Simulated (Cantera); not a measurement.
A closed system holds: 1 mol (CH₃)₂SiCl₂, 0.094 mol C₂H₂, 120 mol H₂, equilibrated at 1148.15 K and 1.00 Torr.

Cantera equilibrium calculation (NASA polynomials, part measured and part estimated; ideal gas, pure solids and liquids). Candidate condensed phases: C, C₆H₆, C₇H₈, C₈H₁₈, Si, SiC; 109 gas species. The feed counts by its element totals alone. Equilibrium is a limit: real reactors are often held back by kinetics, nucleation or transport.

Base state: H₂ 0.984, HCl 0.0161, CH₄ 3.07e-5 (mole fractions); condensed: C(graphite) + SiC(s).

Question: What changes in the equilibrium state with this change: temperature from 1148.15 K to 2475 K?

Answer: 
```json
[
 {"species": "H₂", "before": "0.984", "after": "0.528"},
 {"species": "H", "before": "1.95e-6", "after": "0.448"},
 {"species": "HCl", "before": "0.0161", "after": "0.00772"},
 {"species": "Si", "before": "<1e-9", "after": "0.00498"},
 {"species": "SiC₂", "before": "<1e-9", "after": "0.00114"},
 {"species": "C₂H", "before": "<1e-9", "after": "0.000281"},
 {"species": "C₃", "before": "<1e-9", "after": "0.000233"},
 {"species": "C(graphite), mol", "before": "1.18", "after": "0"},
 {"species": "SiC(s), mol", "before": "1.000", "after": "0"}
]
```

Question: What changes in the equilibrium state with this change: pressure from 1.00 Torr to 75.0 Torr?

Answer: 
| species | before | after |
|---|---|---|
| H₂ | 0.984 | 0.982 |
| HCl | 0.0161 | 0.0161 |
| CH₄ | 3.07e-5 | 0.00229 |
| C(graphite), mol | 1.18 | 0.905 |
| SiC(s), mol | 1.000 | 1.000 |
